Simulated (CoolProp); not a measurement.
Vapour-liquid equilibrium of propane (1) + n-butane (2) at 0.455 bar; x and y are mole fractions of (1).

Computed with CoolProp (multi-fluid Helmholtz-energy mixture model, Lemmon 2009 and Bücker 2006; pair parameters Kunz 2012).

Question: Give the bubble temperature and the first vapour's composition at x = 0.35, 0.65, 0.95. Is there an azeotrope?

Answer: x = 0.35: -41.7 °C, y = 0.778; x = 0.65: -51.5 °C, y = 0.932; x = 0.95: -57.9 °C, y = 0.993. No azeotrope shows between x = 0.05 and 0.95.

The pair parameters rest on a limited set of measurements; away from them the model extrapolates.
